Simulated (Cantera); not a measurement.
# Thermodynamics of oxide etching and cleaning by halides, feed CaO + Cl2 + N2

Feed: 1 mol CaO, 0.82 mol Cl2, 1.8 mol N2, at 0.100 bar.

Equilibrium computed with Cantera from the NASA thermochemical tables; the gas is ideal and each condensed phase is pure. Candidate condensed phases: Ca, CaCl2, CaO; 17 gas species. Mutual solubility and eutectic melting of coexisting phases are not modelled. Condensed phases not in the tables: oxide chlorides. Equilibrium is a limit: real reactors are often held back by kinetics, nucleation or transport.

| T (K) | x N2 | x CaCl2 | x O2 | x Cl | n CaCl2(s) | n CaO(s) | n CaCl2(l) |
|---|---|---|---|---|---|---|---|
| 1025 | 0.814 | 5.47e-7 | 0.185 | 3.26e-6 | 0.820 | 0.180 | 0 |
| 1125 | 0.814 | 1.09e-5 | 0.185 | 2.37e-5 | 0 | 0.180 | 0.820 |
| 1225 | 0.814 | 0.000123 | 0.185 | 0.000120 | 0 | 0.180 | 0.820 |
| 1325 | 0.813 | 0.000928 | 0.185 | 0.000471 | 0 | 0.181 | 0.817 |
| 1425 | 0.809 | 0.00514 | 0.183 | 0.00152 | 0 | 0.182 | 0.806 |
| 1525 | 0.793 | 0.0223 | 0.179 | 0.00414 | 0 | 0.186 | 0.764 |
| 1625 | 0.743 | 0.0790 | 0.166 | 0.00981 | 0 | 0.193 | 0.615 |
| 1725 | 0.607 | 0.238 | 0.132 | 0.0201 | 0 | 0.212 | 0.0837 |
| 1825 | 0.589 | 0.256 | 0.126 | 0.0253 | 0 | 0.220 | 0 |
x: gas mole fraction; n: condensed amount in mol.

At 1025 K the condensed part is CaCl2(s) + CaO(s). From 1125 K to 1725 K the condensed part is CaCl2(l) + CaO(s). At 1825 K the condensed part is CaO(s). The main Ca-bearing gas is CaCl2 throughout.
